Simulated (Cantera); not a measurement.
Charge: 1 mol B2O3, 9.6 mol HCl, 45 mol H2, 7.3 mol BCl3, held at 2.90 Pa.

Equilibrium computed with Cantera from the NASA thermochemical tables; the gas is ideal and each condensed phase is pure. Candidate condensed phases: B, B2O3, B3O3H3, H2O; 33 gas species. The tables' values for BOCl, BCl, BCl2 are old estimates; treat these amounts as uncertain. Gases not in the tables: BHCl2. Rates play no part. All values below are at 952 °C.

Base state: H2 0.558, HCl 0.386, BCl3 0.0220, BOCl 0.0139, HBO 0.0107, B3O3Cl3 0.00391, B2O2 0.00382, B2O3 0.000441 (mole fractions); condensed: B(s).

Task: What changes in the equilibrium state with this change: pressure from 2.90 Pa to 0.100 bar?

Result: 
```csv
species,before,after
H2,0.558,0.709
HCl,0.386,0.181
BCl3,0.0220,0.0932
BOCl,0.0139,9.59e-5
HBO,0.0107,0.000199
B3O3Cl3,0.00391,0.0152
B2O3,0.000441,1.18e-7
B2O2,0.00382,1.05e-6
BO,3.44e-5,9.71e-9
"B(s), mol",4.85,0.505
```
The tables' values for BOCl, BCl2 are old estimates; treat these amounts as uncertain.

Task: What changes in the equilibrium state with this change: pressure from 2.90 Pa to 47.0 mbar?

Result: 
```json
[
 {"species": "H2", "before": "0.558", "after": "0.698"},
 {"species": "HCl", "before": "0.386", "after": "0.199"},
 {"species": "BCl3", "before": "0.0220", "after": "0.0866"},
 {"species": "BOCl", "before": "0.0139", "after": "0.000159"},
 {"species": "HBO", "before": "0.0107", "after": "0.000296"},
 {"species": "B3O3Cl3", "before": "0.00391", "after": "0.0153"},
 {"species": "B2O3", "before": "0.000441", "after": "2.71e-7"},
 {"species": "B2O2", "before": "0.00382", "after": "2.35e-6"},
 {"species": "BO", "before": "3.44e-5", "after": "2.12e-8"},
 {"species": "BCl", "before": "0.000348", "after": "3.98e-6"},
 {"species": "Cl", "before": "2.58e-5", "after": "2.95e-7"},
 {"species": "B(s), mol", "before": "4.85", "after": "0.897"}
]
```
The tables' values for BOCl, BCl2 are old estimates; treat these amounts as uncertain.
